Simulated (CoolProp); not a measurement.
1000 sccm (0 °C, 1 atm) of nitrogen bubbles through liquid n-decane at 306.2 K and leaves saturated at a total pressure of 0.00452 MPa (ideal gas phase). Each further row changes one setting.

Model: reference Helmholtz-energy equation of state, Lemmon 2006, in CoolProp. It is a short technical equation, of lower accuracy than the large ones.

```json
[
 {"case": "as stated", "vapour pressure (kPa)": "0.313", "mole fraction of vapour": "?", "delivery (mg/min)": "473", "delivery (sccm)": "?", "change of delivery for a bath 1 K warmer (%)": "7.2"},
 {"case": "bath temperature 311.2 K", "vapour pressure (kPa)": "?", "mole fraction of vapour": "0.0954", "delivery (mg/min)": "?", "delivery (sccm)": "?", "change of delivery for a bath 1 K warmer (%)": "7.2"},
 {"case": "total pressure 0.00904 MPa", "vapour pressure (kPa)": "0.313", "mole fraction of vapour": "?", "delivery (mg/min)": "228", "delivery (sccm)": "35.9", "change of delivery for a bath 1 K warmer (%)": "7.0"}
]
```

### Question
What belongs in the gaps?

### Answer

- as stated, mole fraction of vapour: 0.0693
- as stated, delivery (sccm): 74.5
- bath temperature 311.2 K, vapour pressure (kPa): 0.431
- bath temperature 311.2 K, delivery (mg/min): 669
- bath temperature 311.2 K, delivery (sccm): 105
- total pressure 0.00904 MPa, mole fraction of vapour: 0.0347
